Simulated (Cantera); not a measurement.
Charge: 1 mol Ti, 3.2 mol O2, 2.2 mol H2, at 1227 °C and 0.133 bar.

Cantera equilibrium calculation (NASA polynomials, part measured and part estimated; ideal gas, pure solids and liquids). Candidate condensed phases: H2O, Ti, TiO, TiO2, Ti2O3, Ti3O5, Ti4O7; 12 gas species. Gases not in the tables: TiO(OH)2. The numbers say what is thermodynamically allowed, not how fast it happens.

Base state: H2O 0.666, O2 0.333, OH 0.000375 (mole fractions); condensed: TiO2(rutile).

Q: What changes in the equilibrium state with this change: temperature from 1227 °C to 1802 °C?

A: 
```tsv
species	before	after
H2O	0.666	0.654
O2	0.333	0.328
OH	0.000375	0.0138
H	1.18e-7	0.000288
O	6.41e-6	0.00183
H2	5.98e-6	0.00156
TiO2(rutile), mol	1.00	1.000
```
